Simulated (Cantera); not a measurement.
A perfectly stirred reactor is fed with NH3 : H2 = 1 : 3.1 (molar parts), at 1.00 bar; it is held at 1925 K, and followed from long to short residence time.

Cantera simulation using the gas-phase N/H chemistry of the illustrative SiF4/NH3 mechanism in the Surface Chemkin manual (1991); the numbers are that mechanism's predictions, not measurements. Walls and surfaces, which speed up NH3 decomposition in real reactors, are not modelled.

Task: What does this change do: pressure from 1.00 bar to 9.75 Torr?

Result: 
| quantity | before | after |
|---|---|---|
| x(NH3) at τ = 6.20 s | 0.0119 | 0.0925 |
| x(H2) at τ = 6.20 s | 0.894 | 0.846 |
| x(N2H2) at τ = 6.20 s | 8.69e-9 | 4.60e-7 |
| x(N2H4) at τ = 6.20 s | 8.16e-10 | 5.73e-10 |
| x(NH2) at τ = 6.20 s | 3.06e-5 | 0.000225 |
| x(NH3) at τ = 46.0 ms | 0.174 | 0.242 |
| x(H2) at τ = 46.0 ms | 0.797 | 0.757 |
| x(N2H2) at τ = 46.0 ms | 4.35e-7 | 8.65e-7 |
| x(N2H4) at τ = 46.0 ms | 5.44e-8 | 1.38e-9 |
| x(NH2) at τ = 46.0 ms | 0.000250 | 0.000348 |

Task: What does this change do: pressure from 1.00 bar to 20.3 Torr?

Result: 
```tsv
quantity	before	after
x(NH3) at τ = 6.20 s	0.0119	0.0660
x(H2) at τ = 6.20 s	0.894	0.862
x(N2H2) at τ = 6.20 s	8.69e-9	2.54e-7
x(N2H4) at τ = 6.20 s	8.16e-10	6.49e-10
x(NH2) at τ = 6.20 s	3.06e-5	0.000166
x(NH3) at τ = 46.0 ms	0.174	0.239
x(H2) at τ = 46.0 ms	0.797	0.758
x(N2H2) at τ = 46.0 ms	4.35e-7	9.62e-7
x(N2H4) at τ = 46.0 ms	5.44e-8	3.09e-9
x(NH2) at τ = 46.0 ms	0.000250	0.000362
```

Task: What does this change do: temperature 1925 to 1575 K?

Result: 
| quantity | before | after |
|---|---|---|
| x(NH3) at τ = 6.20 s | 0.0119 | 0.212 |
| x(H2) at τ = 6.20 s | 0.894 | 0.775 |
| x(N2H2) at τ = 6.20 s | 8.69e-9 | 2.35e-8 |
| x(N2H4) at τ = 6.20 s | 8.16e-10 | 1.54e-8 |
| x(NH2) at τ = 6.20 s | 3.06e-5 | 1.99e-5 |
| x(NH3) at τ = 46.0 ms | 0.174 | 0.244 |
| x(H2) at τ = 46.0 ms | 0.797 | 0.756 |
| x(N2H2) at τ = 46.0 ms | 4.35e-7 | 2.85e-8 |
| x(N2H4) at τ = 46.0 ms | 5.44e-8 | 1.85e-8 |
| x(NH2) at τ = 46.0 ms | 0.000250 | 2.18e-5 |
